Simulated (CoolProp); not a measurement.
500 sccm (0 °C, 1 atm) of nitrogen bubbles through liquid methanol at 289.4 K and leaves saturated at a total pressure of 0.15 MPa (ideal gas phase). Each further row changes one setting.

The numbers come from the reference Helmholtz-energy equation of state, de Reuck 1993 in CoolProp.

| case | vapour pressure (kPa) | mole fraction of vapour | delivery (mg/min) | delivery (sccm) | change of delivery for a bath 1 K warmer (%) |
|---|---|---|---|---|---|
| as stated | 10.6 | ___ | ___ | ___ | 6.1 |
| bath temperature 294.4 K | 13.9 | 0.0929 | ___ | 51.2 | 6.1 |
| total pressure 0.3 MPa | 10.6 | ___ | ___ | 18.3 | 5.9 |

Problem. Fill in the missing entries.

Solution. 
- as stated, mole fraction of vapour: 0.0708
- as stated, delivery (mg/min): 54.4
- as stated, delivery (sccm): 38.1
- bath temperature 294.4 K, delivery (mg/min): 73.2
- total pressure 0.3 MPa, mole fraction of vapour: 0.0354
- total pressure 0.3 MPa, delivery (mg/min): 26.2
